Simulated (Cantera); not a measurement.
An isothermal, constant-pressure homogeneous reactor starts with CH₄ : N₂ = 1 : 120 (molar parts), at 1475 K and 19.5 Torr.

Detailed kinetics in Cantera: GRI-Mech 3.0 (53 species, 325 reactions). GRI-Mech 3.0 stops at C3 and has no aromatics, soot or wall deposition, so with more carbon than oxygen in the feed, carbon stays in small species such as C2H2 where larger ones or solid carbon would form. Radical loss at walls, strong at low pressure, is not modelled.

Task: Predict: x(CH₄) at 30.0 s; x(C₂H₂) at 30.0 s; x(H₂) at 30.0 s; x(CH₂) at 30.0 s; x(CH₃) at 30.0 s; x(C₂H) at 30.0 s; x(H) at 30.0 s.

Result: 
```json
{
 "x(CH₄) at 30.0 s": "0.00142 (gas-phase equilibrium 6.33e-7)",
 "x(C₂H₂) at 30.0 s": "0.00338 (gas-phase equilibrium 0.000257)",
 "x(H₂) at 30.0 s": "0.0102 (gas-phase equilibrium 0.0123)",
 "x(CH₂) at 30.0 s": "6.79e-9 (gas-phase equilibrium 5.47e-12)",
 "x(CH₃) at 30.0 s": "1.59e-5 (gas-phase equilibrium 9.33e-9)",
 "x(C₂H) at 30.0 s": "3.04e-9 (gas-phase equilibrium 3.02e-10)",
 "x(H) at 30.0 s": "5.69e-6 (gas-phase equilibrium 8.98e-6)"
}
```
